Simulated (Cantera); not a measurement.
An isothermal, constant-pressure homogeneous reactor starts with H2 : O2 = 0.052 : 1 (molar parts), at 1450 K and 10.00 Torr.

Model: the H2/O2 subset of GRI-Mech 3.0, which has no nitrogen chemistry, integrated in Cantera. Radical loss at walls, strong at low pressure, is not modelled. The temperature is held fixed by assumption; the heat of reaction is taken as removed at once.

x: mole fraction; the columns are a selection and need not sum to one.

```csv
t (s),x H2,x O2,x H2O2,x O,x H2O,x HO2,x OH
2.00e-6,0.0494,0.951,<1e-12,2.35e-10,3.38e-12,4.28e-9,2.34e-10
6.91e-6,0.0494,0.951,1.28e-12,2.54e-9,1.29e-10,1.48e-8,2.51e-9
2.39e-5,0.0494,0.951,1.52e-11,2.32e-8,4.18e-9,5.11e-8,2.23e-8
8.25e-5,0.0494,0.951,1.76e-10,1.89e-7,1.12e-7,1.77e-7,1.71e-7
0.000285,0.0494,0.951,…,4.58e-6,5.73e-6,6.09e-7,3.96e-6
0.000985,0.0190,0.926,…,0.0172,0.0228,1.74e-6,0.00974
0.00340,0.000813,0.908,4.22e-8,0.0363,0.0429,1.61e-6,0.00649
0.0118,0.000754,0.912,4.16e-8,0.0334,0.0434,1.57e-6,0.00626
0.0406,0.000585,0.921,3.89e-8,0.0253,0.0450,1.43e-6,0.00554
0.140,0.000278,0.936,…,0.0115,0.0476,1.03e-6,0.00385
0.485,5.88e-5,0.946,…,0.00237,0.0496,4.13e-7,0.00178
1.68,7.74e-6,0.949,…,0.000308,0.0503,1.08e-7,0.000647
5.79,1.16e-6,0.949,…,4.60e-5,0.0506,7.48e-8,0.000251
20.0,4.45e-7,0.949,8.88e-10,1.77e-5,0.0506,9.91e-8,0.000156
```

Question: Fill in the missing entries.

Answer: 
- 0.000285, x H2O2: 1.89e-9
- 0.000985, x H2O2: 7.32e-8
- 0.140, x H2O2: 3.01e-8
- 0.485, x H2O2: 1.49e-8
- 1.68, x H2O2: 4.76e-9
- 5.79, x H2O2: 1.42e-9
